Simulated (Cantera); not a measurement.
A closed system holds: 1 mol V₂O₅, 550 mol H₂, held at 1973.15 K and 88.0 mbar.

Equilibrium computed with Cantera from the NASA thermochemical tables; the gas is ideal and each condensed phase is pure. Candidate condensed phases: H₂O, V, VO, V₂O₃, V₂O₄, V₂O₅; 12 gas species. VO: taken at fixed stoichiometry. Rates play no part.

Base state: H₂ 0.990, H₂O 0.00542, H 0.00453, VO₂ 2.01e-5, VO 1.45e-5 (mole fractions); condensed: VO(s).

Problem. What changes in the equilibrium state with this change: V₂O₅ replaced by ZrO₂?

Solution. 
```
species                 before     after
---------------------  -------  --------
H₂                       0.990     0.995
H                      0.00453   0.00454
H₂O                    0.00542   8.40e-7
VO₂                    2.01e-5         0
VO                     1.45e-5         0
VO(s), mol                1.98         0
Zr(β), mol                   0  0.000124
ZrO₂(tetragonal), mol        0     1.000
```
Mutual solubility and eutectic melting of coexisting phases are not modelled. Condensed phases not in the tables: N, O or C dissolved in the metal. Further candidate phases: Zr, ZrO₂.

Problem. What changes in the equilibrium state with this change: pressure from 88.0 mbar to 13.3 mbar?

Solution. 
```tsv
species	before	after
H₂	0.990	0.983
H	0.00453	0.0116
H₂O	0.00542	0.00529
VO₂	2.01e-5	0.000130
VO	1.45e-5	9.56e-5
VO(s), mol	1.98	1.87
```

Problem. What changes in the equilibrium state with this change: temperature from 1973.15 K to 1450 K?

Solution. 
| species | before | after |
|---|---|---|
| H₂ | 0.990 | 0.996 |
| H₂O | 0.00542 | 0.00364 |
| H | 0.00453 | 3.18e-5 |
| VO₂ | 2.01e-5 | 1.18e-9 |
| VO | 1.45e-5 | <1e-9 |
| VO(s), mol | 1.98 | 0 |
| V₂O₃(s), mol | 0 | 1.00 |
Condensed phases not in the tables: the oxides between V₂O₃ and V₂O₅ other than VO₂.
